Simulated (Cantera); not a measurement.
Input: 1 mol CS2, 1.1 mol H2, 3 mol N2, equilibrated at 2448 K and 18.0 bar.

Cantera equilibrium calculation (NASA polynomials, part measured and part estimated; ideal gas, pure solids and liquids). Candidate condensed phases: C, C6H6, C7H8, C8H18, S; 100 gas species. Equilibrium is a limit: real reactors are often held back by kinetics, nucleation or transport.

Base state: N2 0.572, H2 0.167, CS2 0.119, CS 0.0446, S2 0.0322, H2S 0.0277, HCN 0.0191, SH 0.0118 (mole fractions); condensed: C(graphite).

Problem. What changes in the equilibrium state with this change: temperature from 2448 K to 1200 K?

Solution. 
| species | before | after |
|---|---|---|
| N2 | 0.572 | 0.653 |
| H2S | 0.0277 | 0.220 |
| CS2 | 0.119 | 0.0930 |
| H2 | 0.167 | 0.0192 |
| CS | 0.0446 | 6.26e-7 |
| HCN | 0.0191 | 8.35e-6 |
| SH | 0.0118 | 6.12e-5 |
| S2 | 0.0322 | 0.0146 |
| C2H2 (acetylene) | 0.00144 | 1.97e-9 |
| H | 0.00192 | 6.45e-9 |
| S | 0.00148 | 1.50e-8 |
| HNC | 0.00211 | 4.17e-8 |
| C(graphite), mol | 0.0308 | 0.572 |
Gases not in the tables: S3 to S7.
